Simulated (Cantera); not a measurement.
Feed: 1 mol SiCl4, 0.035 mol C3H8, 90 mol H2, equilibrated at 0.00200 bar.

Cantera equilibrium calculation (NASA polynomials, part measured and part estimated; ideal gas, pure solids and liquids). Candidate condensed phases: C, C6H6, C7H8, C8H18, Si, SiC; 109 gas species. Mutual solubility and eutectic melting of coexisting phases are not modelled. Gases not in the tables: Si2H6 and higher silanes. The numbers say what is thermodynamically allowed, not how fast it happens.

Question: What share of the Si ends up in condensed phases as a function of T (K), at 1298, 1373, 1448, 1523, 1598, 1673, 1748, 1823, 1898, 1973, 2048?

Answer: 
| T (K) | Si condensed (%) | as |
|---|---|---|
| 1298 | 66.2 | Si(s) + SiC(s) |
| 1373 | 64.5 | Si(s) + SiC(s) |
| 1448 | 62.9 | Si(s) + SiC(s) |
| 1523 | 61.3 | Si(s) + SiC(s) |
| 1598 | 59.4 | Si(s) + SiC(s) |
| 1673 | 56.2 | Si(s) + SiC(s) |
| 1748 | 52.5 | Si(l) + SiC(s) |
| 1823 | 39.2 | Si(l) + SiC(s) |
| 1898 | 9.6 | SiC(s) |
| 1973 | 8.7 | SiC(s) |
| 2048 | 5.5 | SiC(s) |
